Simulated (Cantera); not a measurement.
Thermodynamics of hydrogen reduction and annealing atmospheres, feed TiO2 + H2 + H2O

Feed: 1 mol TiO2, 16 mol H2, 5.7 mol H2O, held at 1 atm.

Cantera equilibrium calculation (NASA polynomials, part measured and part estimated; ideal gas, pure solids and liquids). Candidate condensed phases: H2O, Ti, TiO, TiO2, Ti2O3, Ti3O5, Ti4O7; 12 gas species. Condensed phases not in the tables: Magnéli phases beyond Ti4O7. Gases not in the tables: TiO(OH)2. The numbers say what is thermodynamically allowed, not how fast it happens.

```csv
T (K),x H2,x H2O,x H,x OH,x TiO2,x O,x TiO,x O2,n TiO2(rutile),n Ti4O7(l)
1700,0.737,0.263,0.000126,2.31e-6,3.28e-10,3.16e-10,3.93e-12,5.06e-11,1.00,0
1750,0.737,0.263,0.000198,4.14e-6,1.13e-9,8.78e-10,1.69e-11,1.39e-10,1.00,0
1800,0.737,0.263,0.000305,7.19e-6,3.64e-9,2.30e-9,6.69e-11,3.64e-10,1.00,0
1850,0.737,0.263,0.000459,1.21e-5,1.10e-8,5.75e-9,2.45e-10,9.00e-10,1.00,0
1900,0.737,0.263,0.000677,1.98e-5,3.11e-8,1.37e-8,8.37e-10,2.13e-9,1.000,0
1950,0.736,0.263,0.000977,3.16e-5,8.36e-8,3.11e-8,2.68e-9,4.81e-9,1.000,0
2000,0.725,0.274,0.00138,5.19e-5,2.12e-7,7.20e-8,7.59e-9,1.17e-8,0,0.250
2050,0.724,0.274,0.00192,7.93e-5,4.50e-7,1.51e-7,1.89e-8,2.46e-8,0,0.250
2100,0.724,0.274,0.00263,0.000119,9.19e-7,3.08e-7,4.47e-8,4.96e-8,0,0.250
2150,0.723,0.274,0.00356,0.000174,1.81e-6,6.05e-7,1.02e-7,9.70e-8,0,0.250
```
x: gas mole fraction; n: condensed amount in mol.

From 1700 K to 1950 K the condensed part is TiO2(rutile). From 2000 K to 2150 K the condensed part is Ti4O7(l).
